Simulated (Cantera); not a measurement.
Input: 1 mol Fe3O4, 2.3 mol CH4, 2.3 mol H2, 0.61 mol C, at 2300 K and 20.0 mbar.

Cantera equilibrium calculation (NASA polynomials, part measured and part estimated; ideal gas, pure solids and liquids). Rates play no part.

```csv
species,before,after
H2,0.429,0.460
CO,0.215,0.281
Fe,0.227,0.211
H2O,0.0737,1.08e-7
H,0.0448,0.0464
C2H2 (acetylene),<1e-9,0.00199
FeO,0.00145,1.84e-9
OH,0.00124,1.76e-9
CO2,0.00659,1.18e-8
O,8.84e-5,<1e-9
Fe(OH)2,2.23e-5,<1e-9
"C(graphite), mol",0,0.343
```
Gas species are given as mole fractions.

Problem. Name the change that produced these shifts.
(A) C from 0.61 to 1.5 mol
(B) temperature from 2300 K to 1473 K
(C) temperature from 2300 K to 825 K
(D) C from 0.61 to 2.1 mol

Solution. D, C from 0.61 to 2.1 mol
